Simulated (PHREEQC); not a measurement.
1 kg of water holding 80 mmol/kgw SrCl2 and 47 mmol/kgw MgCl2 is evaporated at 25 °C; the solids stay in contact with the brine. The system is closed to CO2. Only these solids could form: Bischofite, Brucite, MgCl2_4H2O.

The numbers come from PHREEQC with the Pitzer model, pitzer.dat.

```tsv
water left (kg)	ionic strength	water activity	Sr in solution (mol/kgw)
1	0.381	0.994	0.0800
0.8219	0.464	…	0.0973
0.5552	0.686	0.989	0.144
0.4563	0.835	0.987	0.175
0.375	1.02	0.984	0.213
0.3082	1.24	0.980	0.260
0.2082	1.83	…	0.384
0.1711	2.23	0.962	0.467
0.1407	2.71	0.952	0.569
0.09502	4.01	0.920	0.842
0.07809	4.88	…	1.02
0.06418	5.94	…	1.25
0.05275	7.22	…	1.52
0.03564	10.7	0.680	2.24
0.0293	13.0	0.580	2.73
```

Some entries are withheld; supply them.


- 0.8219, water activity: 0.993
- 0.2082, water activity: 0.969
- 0.07809, water activity: 0.896
- 0.06418, water activity: 0.863
- 0.05275, water activity: 0.819

Species that the database lacks are ignored.
